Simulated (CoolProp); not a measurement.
p-xylene at several states: Z from the reference equation and from simpler models built on Tc = 616.2 K, pc = 3532 kPa, ω = 0.324; each cubic takes its own stable root.

Computed with CoolProp (reference Helmholtz-energy equation of state, Zhou 2012).

| T (K) | p (kPa) | phase | reference |
|---|---|---|---|
| 460.7 | 13.5 | gas | 0.9961 |
| 315.6 | 6680 | liquid | 0.3191 |
| 597.6 | 4230 | liquid | 0.1787 |
| 302.6 | 1000 | liquid | 0.04943 |
| 395.3 | 11800 | liquid | 0.4860 |
| 409.9 | 15600 | liquid | 0.6259 |

How far does each simpler model (van der Waals, Redlich-Kwong, Soave-Redlich-Kwong) lie from the reference over these 6 states: mean and median of the absolute difference, and the worst?


- van der Waals: mean 57.2 %, median 66.1 %, worst +76.4 % at 302.6 K and 1000 kPa
- Redlich-Kwong: mean 16.6 %, median 17.8 %, worst +28.7 % at 597.6 K and 4230 kPa
- Soave-Redlich-Kwong: mean 13.8 %, median 14.5 %, worst +24.9 % at 597.6 K and 4230 kPa
